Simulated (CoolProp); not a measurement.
The fluid at 489.07 K and 0.888 MPa expands adiabatically to 0.179 MPa with isentropic efficiency 1. The same conditions are run with several fluids, on thermodynamics alone (safety and materials aside).

The numbers come from the reference Helmholtz-energy equation of state of each fluid (R113: Marx 1992; normal hydrogen: Leachman 2009; trans-2-butene: Lemmon 2005; nitrous oxide: Lemmon 2006; R11: Jacobsen 1992) in CoolProp.

```csv
fluid,work (kJ/kg),final temperature (K),final density (kg/m³)
R113,(withheld),442.6,9.35
normal hydrogen,2600,309.7,(withheld)
trans-2-butene,(withheld),435.4,2.82
nitrous oxide,127,(withheld),(withheld)
R11,(withheld),(withheld),(withheld)
```

Problem. What belongs in the gaps?

Solution. 
- R113, work (kJ/kg): 31.3
- normal hydrogen, final density (kg/m³): 0.140
- trans-2-butene, work (kJ/kg): 106
- nitrous oxide, final temperature (K): 358.6
- nitrous oxide, final density (kg/m³): 2.66
- R11, work (kJ/kg): 42.2
- R11, final temperature (K): 418.6
- R11, final density (kg/m³): 7.21
